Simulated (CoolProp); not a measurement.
The fluid at 348.68 K and 0.0193 MPa is compressed adiabatically to 0.108 MPa with isentropic efficiency 0.9. The same conditions are run with several fluids, on thermodynamics alone (safety and materials aside).

Values from CoolProp's reference Helmholtz-energy equation of state of each fluid (n-heptane: Span 2003; R114: Platzer 1990; C3F8 (R218): Lemmon 2006; propylene: Lemmon 2013). The equations of Platzer and Polt are older, rougher fits.

Question: Rank n-heptane, R114, C3F8 (R218), propylene by work (kJ/kg), highest first.

Answer: propylene (145), n-heptane (56.0), R114 (34.1), C3F8 (R218) (30.7)

| fluid | final temperature (K) | final density (kg/m³) |
|---|---|---|
| n-heptane | 379.9 | 3.61 |
| R114 | 394.0 | 5.71 |
| C3F8 (R218) | 383.8 | 6.42 |
| propylene | 426.8 | 1.29 |
